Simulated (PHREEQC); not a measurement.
HCl is added in steps, without added water, to 1 kg of water holding 170 mmol/kgw NH4BF4 and 0.081 mmol/kgw CaCl2, at 20 °C. O2 is buffered at 0.21 atm. CO2 is held at log p = -1 (atm). Only these solids could form: Aragonite, Fluorite, Portlandite.

Base run: PHREEQC, ion-association model, wateq4f.dat. Each further column changes one thing. The table gives Fluorite (mol).

```csv
HCl added (mol),base,temperature from 20 to 25 °C,NH4BF4 replaced by CsF at the same molality
0,7.12e-5,6.97e-5,8.10e-5
0.001375,6.70e-5,6.49e-5,8.10e-5
0.00275,6.13e-5,5.84e-5,8.10e-5
0.004125,5.41e-5,5.00e-5,8.10e-5
0.0055,4.53e-5,3.98e-5,8.10e-5
0.006875,3.48e-5,2.77e-5,8.10e-5
0.00825,2.27e-5,1.37e-5,8.10e-5
0.009625,9.08e-6,0,8.10e-5
0.011,0,0,8.10e-5
```

Real BF4- forms and hydrolyses slowly; the run takes it at equilibrium.
